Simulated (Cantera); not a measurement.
An adiabatic, constant-pressure homogeneous reactor starts with CO : H2 : O2 : N2 = 1 : 0.073 : 1.63 : 6.11 (molar parts), equivalence ratio 0.33, at 1200 K and 11.0 bar. Integrator tolerance rtol = 1e-08.

Detailed kinetics in Cantera: GRI-Mech 3.0 (53 species, 325 reactions). The hydrogen kinetics of GRI-Mech 3.0 are dated; newer H2 mechanisms differ, most at raised pressure.

Problem. What does this change do: initial temperature 1200 to 1325 K?

Solution. 
```json
[
 {"quantity": "time of steepest temperature rise", "before": "0.203 ms", "after": "46.9 µs"},
 {"quantity": "temperature at 0.300 s", "before": "2122 K", "after": "2225 K"},
 {"quantity": "equilibrium temperature", "before": "2120 K", "after": "2225 K"},
 {"quantity": "x(CO) at 0.300 s", "before": "0.000352 (gas-phase equilibrium 0.000346)", "after": "0.000729 (gas-phase equilibrium 0.000729)"},
 {"quantity": "x(H2) at 0.300 s", "before": "4.98e-6 (gas-phase equilibrium 4.91e-6)", "after": "9.54e-6 (gas-phase equilibrium 9.54e-6)"},
 {"quantity": "x(O2) at 0.300 s", "before": "0.129 (gas-phase equilibrium 0.128)", "after": "0.127 (gas-phase equilibrium 0.127)"},
 {"quantity": "x(CO2) at 0.300 s", "before": "0.120 (gas-phase equilibrium 0.120)", "after": "0.120 (gas-phase equilibrium 0.120)"},
 {"quantity": "x(OH) at 0.300 s", "before": "0.000512 (gas-phase equilibrium 0.000506)", "after": "0.000775 (gas-phase equilibrium 0.000775)"},
 {"quantity": "x(O) at 0.300 s", "before": "0.000176 (gas-phase equilibrium 0.000173)", "after": "0.000342 (gas-phase equilibrium 0.000342)"}
]
```

Problem. What does this change do: constant volume in place of constant pressure?

Solution. 
```json
[
 {"quantity": "time of steepest temperature rise", "before": "0.203 ms", "after": "0.162 ms"},
 {"quantity": "temperature at 0.300 s", "before": "2122 K", "after": "2320 K"},
 {"quantity": "equilibrium temperature", "before": "2120 K", "after": "2320 K"},
 {"quantity": "x(CO) at 0.300 s", "before": "0.000352 (gas-phase equilibrium 0.000346)", "after": "0.000999 (gas-phase equilibrium 0.000999)"},
 {"quantity": "x(H2) at 0.300 s", "before": "4.98e-6 (gas-phase equilibrium 4.91e-6)", "after": "1.23e-5 (gas-phase equilibrium 1.23e-5)"},
 {"quantity": "x(O2) at 0.300 s", "before": "0.129 (gas-phase equilibrium 0.128)", "after": "0.126 (gas-phase equilibrium 0.126)"},
 {"quantity": "x(CO2) at 0.300 s", "before": "0.120 (gas-phase equilibrium 0.120)", "after": "0.120 (gas-phase equilibrium 0.120)"},
 {"quantity": "x(OH) at 0.300 s", "before": "0.000512 (gas-phase equilibrium 0.000506)", "after": "0.000949 (gas-phase equilibrium 0.000949)"},
 {"quantity": "x(O) at 0.300 s", "before": "0.000176 (gas-phase equilibrium 0.000173)", "after": "0.000445 (gas-phase equilibrium 0.000445)"}
]
```
